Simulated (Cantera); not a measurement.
What does this Cantera script print?

```python
import numpy as np
import cantera as ct

gas_names = """
    O2 CO
""".split()
cond_names = """
    Ti(b) TiC(s) TiO(a) TiO2(ru) Ti2O3(b) Ti3O5(b) Ti4O7(s)
""".split()


# ... load() reads the species with a 1 bar reference pressure and builds the phases ...
species = {s.name: s for s in load("nasa_gas.yaml", gas_names) + load("nasa_condensed.yaml", cond_names)}
T = 1225
g = {n: (s.thermo.h(T) - T * s.thermo.s(T)) / (ct.gas_constant * T * np.log(10)) for n, s in species.items()}
valid = cond_names  # the entries whose range holds T


def stable(la, lb):
    # potentials (over RT ln 10) of the two non-metals from log10 p(O2) and log10 p(CO) in bar
    mu = {}
    mu["O"] = (g["O2"] + la) / 2
    mu["C"] = (g["CO"] + lb - 1 * mu["O"]) / 1
    cost = {}
    for n in valid:
        c = species[n].composition
        cost[n] = (g[n] - sum(c.get(e, 0) * m for e, m in mu.items())) / c["Ti"]
    return min(cost, key=cost.get)


results = []
for lb in [1, -0.1, -1.2, -2.2, -3.3, -4.4, -5.5, -6.5, -7.6, -8.7, -9.8, -10.8, -11.9, -13]:
    row = [stable(la, lb) for la in [-28, -26.2, -24.5, -22.8, -21, -19.2, -17.5, -15.8, -14, -12.2, -10.5, -8.8, -7, -5.2, -3.5, -1.8, 0]]
    results.append(row)
    print(f"{lb:6.1f}  " + " ".join(f"{valid.index(n):x}" for n in row))
print("key: " + ", ".join(f"{i:x} {n}" for i, n in enumerate(valid)))
```

It prints:

```
   1.0  1 1 1 1 3 3 3 3 3 3 3 3 3 3 3 3 3
  -0.1  1 1 1 1 3 3 3 3 3 3 3 3 3 3 3 3 3
  -1.2  1 1 1 5 3 3 3 3 3 3 3 3 3 3 3 3 3
  -2.2  1 1 1 5 3 3 3 3 3 3 3 3 3 3 3 3 3
  -3.3  1 1 4 5 3 3 3 3 3 3 3 3 3 3 3 3 3
  -4.4  1 1 4 5 3 3 3 3 3 3 3 3 3 3 3 3 3
  -5.5  1 4 4 5 3 3 3 3 3 3 3 3 3 3 3 3 3
  -6.5  1 4 4 5 3 3 3 3 3 3 3 3 3 3 3 3 3
  -7.6  1 4 4 5 3 3 3 3 3 3 3 3 3 3 3 3 3
  -8.7  4 4 4 5 3 3 3 3 3 3 3 3 3 3 3 3 3
  -9.8  4 4 4 5 3 3 3 3 3 3 3 3 3 3 3 3 3
 -10.8  4 4 4 5 3 3 3 3 3 3 3 3 3 3 3 3 3
 -11.9  4 4 4 5 3 3 3 3 3 3 3 3 3 3 3 3 3
 -13.0  4 4 4 5 3 3 3 3 3 3 3 3 3 3 3 3 3
key: 0 Ti(b), 1 TiC(s), 2 TiO(a), 3 TiO2(ru), 4 Ti2O3(b), 5 Ti3O5(b), 6 Ti4O7(s)
```

Cantera with NASA thermochemical tables; ideal gases at 1 bar, condensed phases pure. TiC, TiO: taken at fixed stoichiometry. Not in the tables: Magnéli phases beyond Ti4O7, TiC-TiO solid solutions. Part of the grid cannot be reached: there another gas would pass 10 bar, or a non-metal would condense.
